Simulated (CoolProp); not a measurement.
Oxygen along the isotherm -124.85 °C: fugacity coefficient from the reference equation and from simpler models built on Tc = -118.6 °C, pc = 5.046 MPa, ω = 0.022; each cubic takes its own stable root.

Values from CoolProp's reference Helmholtz-energy equation of state, Schmidt 1985.

```csv
p (MPa),phase,reference
3.15,gas,0.7683
6.31,liquid,0.4794
9.46,liquid,0.3541
12.6,liquid,0.2929
15.8,liquid,0.2570
18.9,liquid,0.2352
22.1,liquid,0.2204
25.2,liquid,0.2108
```

Q: How far does each simpler model (van der Waals, Redlich-Kwong, Soave-Redlich-Kwong, Peng-Robinson) lie from the reference over these 8 states: mean and median of the absolute difference, and the worst?

A: 
- van der Waals: mean 21.2 %, median 22.0 %, worst +35.0 % at -124.85 °C and 25.2 MPa
- Redlich-Kwong: mean 2.4 %, median 2.8 %, worst +3.6 % at -124.85 °C and 25.2 MPa
- Soave-Redlich-Kwong: mean 2.4 %, median 2.7 %, worst +3.5 % at -124.85 °C and 25.2 MPa
- Peng-Robinson: mean 4.2 %, median 4.0 %, worst -6.5 % at -124.85 °C and 25.2 MPa
